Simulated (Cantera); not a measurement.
Input (Python, Cantera) and output of one run.

```python
import numpy as np
import cantera as ct

gas_names = """
    Cr CrO CrO2 CrO3 H HO2 H2 H2O H2O2 O OH O2 O3
""".split()
cond_names = """
    Cr(cr) Cr(L) Cr2O3(s) Cr2O3(L) H2O(s) H2O(L)
""".split()


def load(file, names, dense=False):
    # The tables refer to 1 bar. Condensed volumes are neglected.
    table = {s.name: s for s in ct.Species.list_from_file(file)}
    out = []
    for n in names:
        d = dict(table[n].input_data)
        d["thermo"] = dict(d["thermo"], **{"reference-pressure": 1e5})
        if dense:
            d["equation-of-state"] = {"model": "constant-volume", "density": "1e6 g/cm^3"}
        out.append(ct.Species.from_dict(d))
    return out


gas = ct.Solution(thermo="ideal-gas", species=load("nasa_gas.yaml", gas_names))
cond = {s.name: ct.Solution(thermo="fixed-stoichiometry", species=[s], name=s.name)
        for s in load("nasa_condensed.yaml", cond_names, dense=True)}
atoms = {
    'Cr': {'Cr': 1},
    'H2O': {'H': 2, 'O': 1},
    'H2': {'H': 2},
}
top_T = {}  # K; cautious upper limits of use, not melting points


def equilibrate(T, P, feed):
    n = {}
    for name, mol in feed.items():
        for a, k in atoms[name].items():
            n[a] = n.get(a, 0.0) + k * mol
    gas.TPX = T, P, n
    mass = sum(n.values()) * gas.mean_molecular_weight
    gas.equilibrate("TP")
    valid = [c for c in cond.values() if c.min_temp <= T <= top_T.get(c.name, c.max_temp)]
    mix = ct.Mixture([(gas, mass / gas.mean_molecular_weight)] + [(c, 0.0) for c in valid])
    mix.T, mix.P = T, P
    mix.equilibrate("TP", solver="vcs", rtol=1e-11, max_steps=5000)
    return mix


results = []
feed = {'Cr': 1, 'H2O': 0.04, 'H2': 4.9}  # mol
P = 0.18  # Pa
for T in [998, 1148, 1298, 1448, 1598, 1748, 1898, 2048, 2198, 2348, 2498]:
    mix = equilibrate(T, P, feed)
    results.append((T, P, feed, dict(zip(mix.species_names, mix.species_moles))))

top = {s: max(r[3][s] / sum(r[3][g] for g in gas_names) for r in results) for s in gas_names}
cols = sorted((s for s in top if top[s] > 0.0001), key=lambda s: -top[s])[:6]
seen = [c for c in cond_names if any(r[3].get(c, 0) > 1e-12 for r in results)]
print("log10 of partial pressures in bar; condensed amounts in mol")
print(f"{'T/K':>10s}" + "".join(f"{s[:9]:>10s}" for s in cols + seen))
for T, P, feed, n in results:
    ng = sum(n[g] for g in gas_names)
    print(f"{T:10.4g}" + "".join(f"{np.log10(max(n[s] / ng * P / 1e5, 1e-99)):10.3f}" for s in cols)
          + "".join(f"{n.get(c, 0):10.4g}" for c in seen))
```

Result:

```
log10 of partial pressures in bar; condensed amounts in mol
       T/K        H2         H        Cr       H2O         O       CrO    Cr(cr)  Cr2O3(s)
       998    -5.745   -11.540   -13.073   -10.842   -25.012   -19.340    0.9734   0.01332
      1148    -5.745   -10.017   -10.395    -9.980   -20.722   -15.543    0.9734   0.01324
      1298    -5.746    -8.843    -8.346    -9.325   -17.424   -12.637    0.9618    0.0129
      1448    -5.795    -7.933    -6.732    -8.857   -14.807   -10.345    0.4069   0.01186
      1598    -5.845    -7.197    -6.528    -7.958   -12.150    -9.062         0         0
      1748    -5.902    -6.592    -6.552    -7.999   -10.717    -8.963         0         0
      1898    -6.078    -6.146    -6.617    -8.123    -9.470    -8.885         0         0
      2048    -6.490    -5.895    -6.712    -8.597    -8.511    -8.966         0         0
      2198    -7.114    -5.811    -6.765    -9.814    -8.222    -9.548         0         0
      2348    -7.770    -5.793    -6.779   -11.206    -8.188   -10.243         0         0
      2498    -8.372    -5.789    -6.782   -12.481    -8.183   -10.872         0         0
```

Cantera equilibrium calculation (NASA polynomials, part measured and part estimated; ideal gas, pure solids and liquids). Mutual solubility and eutectic melting of coexisting phases are not modelled.
